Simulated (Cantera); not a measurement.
A closed system holds: 1 mol Si3N4, 0.0015 mol O2, 110 mol H2, 0.01 mol H2O, at 1 atm.

Method: chemical equilibrium by Gibbs-energy minimisation in Cantera with the NASA 1993 tables (ideal gas, pure condensed phases). Candidate condensed phases: H2O, Si, SiO2, Si2N2O, Si3N4; 35 gas species. Mutual solubility and eutectic melting of coexisting phases are not modelled. Gases not in the tables: Si2H6 and higher silanes. Rates play no part.

x: gas mole fraction; n: condensed amount in mol.

| T (°C) | x H2 | x N2 | x H | x SiO | n Si(s) | n Si2N2O(s) | n Si3N4(s) | n Si(l) |
|---|---|---|---|---|---|---|---|---|
| 1227 | 1.000 | 4.68e-5 | 1.75e-5 | 8.54e-7 | 0.000923 | 0.0129 | 0.991 | 0 |
| 1252 | 1.000 | 7.59e-5 | 2.35e-5 | 1.55e-6 | 0.00563 | 0.0128 | 0.989 | 0 |
| 1277 | 1.000 | 0.000121 | 3.13e-5 | 2.77e-6 | 0.0129 | 0.0127 | 0.987 | 0 |
| 1302 | 1.000 | 0.000190 | 4.13e-5 | 4.84e-6 | 0.0242 | 0.0125 | 0.983 | 0 |
| 1327 | 1.000 | 0.000295 | 5.40e-5 | 8.31e-6 | 0.0411 | 0.0121 | 0.978 | 0 |
| 1352 | 0.999 | (withheld) | (withheld) | (withheld) | (withheld) | 0.0115 | 0.969 | 0 |
| 1377 | 0.999 | 0.000681 | 9.02e-5 | 2.33e-5 | 0.104 | 0.0104 | 0.957 | 0 |
| 1402 | 0.999 | 0.00101 | 0.000115 | 3.81e-5 | 0.157 | 0.00879 | 0.940 | 0 |
| 1427 | 0.998 | 0.00154 | 0.000146 | 6.08e-5 | 0 | 0.00629 | 0.912 | 0.243 |
| 1452 | 0.997 | (withheld) | (withheld) | (withheld) | 0 | (withheld) | 0.865 | (withheld) |
| 1477 | 0.996 | 0.00375 | 0.000231 | 0.000118 | 0 | 0 | 0.793 | 0.606 |
| 1502 | 0.994 | 0.00575 | 0.000287 | 0.000117 | 0 | 0 | 0.682 | 0.938 |

What belongs in the gaps?


- 1352, x N2: 0.000451
- 1352, x H: 7.01e-5
- 1352, x SiO: 1.40e-5
- 1352, n Si(s): 0.0664
- 1452, x N2: 0.00242
- 1452, x H: 0.000184
- 1452, x SiO: 9.41e-5
- 1452, n Si2N2O(s): 0.00261
- 1452, n Si(l): 0.386
